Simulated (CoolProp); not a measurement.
Vapour-liquid equilibrium of dimethyl carbonate (1) + n-octane (2) at 0.236 MPa; x and y are mole fractions of (1).

The numbers come from the multi-fluid Helmholtz-energy mixture model, Zhou 2011 and Beckmüller 2019; pair parameters Bell 2016 in CoolProp.

```json
[
 {"x": "0.05", "bubble temperature (K)": "422.7", "y at the bubble point": "0.224", "dew temperature at overall composition x (K)": "430.2", "liquid density (mol/L)": "5.258"},
 {"x": "0.2", "bubble temperature (K)": "405.5", "y at the bubble point": "0.552", "dew temperature at overall composition x (K)": "423.8", "liquid density (mol/L)": "5.813"},
 {"x": "0.35", "bubble temperature (K)": "398.0", "y at the bubble point": "0.675", "dew temperature at overall composition x (K)": "416.7", "liquid density (mol/L)": "6.373"},
 {"x": "0.5", "bubble temperature (K)": "394.5", "y at the bubble point": "0.737", "dew temperature at overall composition x (K)": "408.6", "liquid density (mol/L)": "7.004"},
 {"x": "0.65", "bubble temperature (K)": "392.6", "y at the bubble point": "0.781", "dew temperature at overall composition x (K)": "399.5", "liquid density (mol/L)": "7.763"},
 {"x": "0.8", "bubble temperature (K)": "391.5", "y at the bubble point": "0.835", "dew temperature at overall composition x (K)": "392.1", "liquid density (mol/L)": "8.704"},
 {"x": "0.95", "bubble temperature (K)": "391.6", "y at the bubble point": "0.938", "dew temperature at overall composition x (K)": "391.7", "liquid density (mol/L)": "9.885"}
]
```

y crosses x between x = 0.8 and 0.95: the model has an azeotrope there.

The pair parameters rest on a limited set of measurements; away from them the model extrapolates.
